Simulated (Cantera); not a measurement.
# Equilibrium for thermal oxidation and active oxidation of silicon: Si + H₂O + H₂

Charge: 1 mol Si, 0.0024 mol H₂O, 6.2 mol H₂, held at 1150 K and 200 Pa.

Cantera equilibrium calculation (NASA polynomials, part measured and part estimated; ideal gas, pure solids and liquids). Candidate condensed phases: H₂O, Si, SiO₂; 18 gas species. Mutual solubility and eutectic melting of coexisting phases are not modelled. The tables hold silica as quartz up to 1696 K and as liquid above; real silica turns to tridymite and cristobalite and melts near 1996 K. Rates play no part.

```json
{
  "x(H₂)": "1.000",
  "x(SiO)": "5.96e-5",
  "x(H)": "1.67e-6",
  "n(Si(s))": "0.999 mol",
  "n(SiO₂(β-quartz))": "0.00102 mol",
  "gas_amount": "6.203 mol"
}
```
